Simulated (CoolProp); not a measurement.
Vapour-liquid equilibrium of n-heptane (1) + n-dodecane (2) at 0.427 bar; x and y are mole fractions of (1).

Model: multi-fluid Helmholtz-energy mixture model, Span 2003 and Lemmon 2004; pair parameters Bell 2016, in CoolProp.

```json
[
 {"x": "0.05", "bubble temperature (K)": "436.4", "y at the bubble point": "0.466", "dew temperature at overall composition x (K)": "454.4", "liquid density (mol/L)": "3.825"},
 {"x": "0.2", "bubble temperature (K)": "397.3", "y at the bubble point": "0.887", "dew temperature at overall composition x (K)": "448.8", "liquid density (mol/L)": "4.240"},
 {"x": "0.35", "bubble temperature (K)": "377.1", "y at the bubble point": "0.961", "dew temperature at overall composition x (K)": "442.3", "liquid density (mol/L)": "4.600"},
 {"x": "0.5", "bubble temperature (K)": "365.0", "y at the bubble point": "0.983", "dew temperature at overall composition x (K)": "434.4", "liquid density (mol/L)": "4.958"},
 {"x": "0.65", "bubble temperature (K)": "356.9", "y at the bubble point": "0.992", "dew temperature at overall composition x (K)": "424.5", "liquid density (mol/L)": "5.336"},
 {"x": "0.8", "bubble temperature (K)": "351.0", "y at the bubble point": "0.997", "dew temperature at overall composition x (K)": "410.2", "liquid density (mol/L)": "5.749"},
 {"x": "0.95", "bubble temperature (K)": "346.1", "y at the bubble point": "0.999", "dew temperature at overall composition x (K)": "381.5", "liquid density (mol/L)": "6.211"}
]
```

No azeotrope shows between x = 0.05 and 0.95.

The pair parameters rest on a limited set of measurements; away from them the model extrapolates. The gap from Raoult's law changes sign with composition, which may be real or a fault of the pair parameters; it wasn't checked against measurements.
